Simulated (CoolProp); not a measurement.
Vapour-liquid equilibrium of R22 (1) + acetone (2) at 9.65 °C; x and y are mole fractions of (1).

Model: multi-fluid Helmholtz-energy mixture model, Kamei 1995 and Lemmon 2006; pair parameters Bell 2016, in CoolProp.

Problem. Give the bubble pressure and the first vapour's composition at x = 0.725, 0.875, 0.95. Is there an azeotrope?

Solution. x = 0.725: 0.4030 MPa, y = 0.991; x = 0.875: 0.5585 MPa, y = 0.998; x = 0.95: 0.6315 MPa, y = 0.999. No azeotrope shows between x = 0.05 and 0.95.

The pair parameters rest on a limited set of measurements; away from them the model extrapolates.
